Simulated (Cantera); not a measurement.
A freely propagating, adiabatic, planar premixed flame of CO : H₂ : O₂ : N₂ = 1 : 0.55 : 1.05 : 2.83 (molar parts), equivalence ratio 0.74, unburnt at 300 K and 13300 Pa; mixture-averaged transport, grid criteria slope 0.08 and curve 0.16, no radiation.

Cantera simulation using GRI-Mech 3.0 (53 species, 325 reactions); the numbers are that mechanism's predictions, not measurements. Burning velocities carry a grid error of a few per cent, more on coarse grids.

x: mole fraction of selected species; z is measured from the peak of heat release.

```json
[
 {"z (mm)": "-16.9", "T (K)": "300", "u (m/s)": "1.09", "x CO": "0.184", "x H₂": "0.101", "x O₂": "0.193", "x O": "<1e-8", "x H": "<1e-8", "x NO₂": "<1e-8"},
 {"z (mm)": "-11.3", "T (K)": "300", "u (m/s)": "1.09", "x CO": "0.184", "x H₂": "0.101", "x O₂": "0.193", "x O": "<1e-8", "x H": "<1e-8", "x NO₂": "<1e-8"},
 {"z (mm)": "-8.46", "T (K)": "300", "u (m/s)": "1.09", "x CO": "0.184", "x H₂": "0.101", "x O₂": "0.193", "x O": "<1e-8", "x H": "<1e-8", "x NO₂": "<1e-8"},
 {"z (mm)": "-5.64", "T (K)": "300", "u (m/s)": "1.09", "x CO": "0.184", "x H₂": "0.101", "x O₂": "0.193", "x O": "<1e-8", "x H": "<1e-8", "x NO₂": "<1e-8"},
 {"z (mm)": "-2.82", "T (K)": "302", "u (m/s)": "1.09", "x CO": "0.185", "x H₂": "0.0990", "x O₂": "0.194", "x O": "5.91e-8", "x H": "1.29e-8", "x NO₂": "<1e-8"},
 {"z (mm)": "-1.41", "T (K)": "?", "u (m/s)": "1.72", "x CO": "0.181", "x H₂": "0.0840", "x O₂": "0.191", "x O": "4.26e-5", "x H": "0.00100", "x NO₂": "<1e-8"},
 {"z (mm)": "0", "T (K)": "?", "u (m/s)": "3.34", "x CO": "0.157", "x H₂": "0.0419", "x O₂": "0.163", "x O": "0.00419", "x H": "0.0164", "x NO₂": "<1e-8"},
 {"z (mm)": "1.41", "T (K)": "?", "u (m/s)": "4.40", "x CO": "0.110", "x H₂": "0.0115", "x O₂": "0.114", "x O": "0.0178", "x H": "0.0310", "x NO₂": "<1e-8"},
 {"z (mm)": "2.82", "T (K)": "?", "u (m/s)": "4.91", "x CO": "0.0765", "x H₂": "0.00905", "x O₂": "0.0933", "x O": "0.0228", "x H": "0.0327", "x NO₂": "<1e-8"},
 {"z (mm)": "5.64", "T (K)": "?", "u (m/s)": "5.38", "x CO": "0.0575", "x H₂": "0.00960", "x O₂": "0.0837", "x O": "0.0221", "x H": "0.0274", "x NO₂": "<1e-8"},
 {"z (mm)": "11.3", "T (K)": "1770", "u (m/s)": "5.83", "x CO": "0.0550", "x H₂": "0.00868", "x O₂": "0.0811", "x O": "0.0183", "x H": "0.0182", "x NO₂": "<1e-8"},
 {"z (mm)": "22.6", "T (K)": "1917", "u (m/s)": "6.25", "x CO": "0.0508", "x H₂": "0.00714", "x O₂": "0.0786", "x O": "0.0138", "x H": "0.0109", "x NO₂": "<1e-8"},
 {"z (mm)": "45.1", "T (K)": "2052", "u (m/s)": "6.62", "x CO": "0.0436", "x H₂": "0.00548", "x O₂": "0.0754", "x O": "0.00978", "x H": "0.00616", "x NO₂": "<1e-8"}
]
```

Task: What belongs in the gaps?

Result: 
- -1.41, T (K): 484
- 0, T (K): 957
- 1.41, T (K): 1283
- 2.82, T (K): 1453
- 5.64, T (K): 1617
